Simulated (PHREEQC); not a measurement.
Make-up at 25 °C: 0.018 mol/kgw HF, 0.00037 mol/kgw (NH4)2SiF6 and 0.0014 mol/kgw H3PO4. Closed to the air; pH follows from the charge balance.

Computed with PHREEQC (ion-association model, phreeqc.dat).

The pH is 2.43 and the ionic strength is 0.00508 mol/kgw. The total alkalinity is -20.9 meq/kg.

```json
[
 {"species": "HF", "molality": "0.0148", "activity": "0.0148", "log γ": "0.001"},
 {"species": "H+", "molality": "0.00397", "activity": "0.00371", "log γ": "-0.030"},
 {"species": "F-", "molality": "0.00288", "activity": "0.00266", "log γ": "-0.034"},
 {"species": "H2PO4-", "molality": "0.000930", "activity": "0.000863", "log γ": "-0.032"},
 {"species": "NH4+", "molality": "0.000740", "activity": "0.000684", "log γ": "-0.034"},
 {"species": "H3PO4", "molality": "0.000470", "activity": "0.000471", "log γ": "0.001"},
 {"species": "SiF6-2", "molality": "0.000370", "activity": "0.000274", "log γ": "-0.130"},
 {"species": "HF2-", "molality": "0.000163", "activity": "0.000151", "log γ": "-0.033"},
 {"species": "HPO4-2", "molality": "1.95e-8", "activity": "1.45e-8", "log γ": "-0.130"},
 {"species": "H4SiO4", "molality": "2.67e-9", "activity": "2.68e-9", "log γ": "0.001"}
]
```

No solid was allowed to form. SiF6-2 is the database's only silicon fluoride.
